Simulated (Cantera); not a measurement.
A perfectly stirred reactor is fed with 4.55 % NH₃, 95.5 % H₂, at 1.01 bar; it is held at 1898 K, and followed from long to short residence time.

Computed with Cantera and the gas-phase N/H chemistry of the illustrative SiF4/NH3 mechanism in the Surface Chemkin manual (1991). Walls and surfaces, which speed up NH3 decomposition in real reactors, are not modelled.

One state of this run: x NH₃ = 0.0420; x H₂ = 0.956; x N₂ = 0.00162; x N₂H₂ = 4.25e-8; x N = 1.42e-7; x N₂H₄ = 5.46e-9. x: mole fraction; the columns are a selection and need not sum to one.

Question: Which value of τ (s) does it belong to?
A) 0.075
B) 0.028
C) 0.12
D) 0.33

Answer: B, 0.028
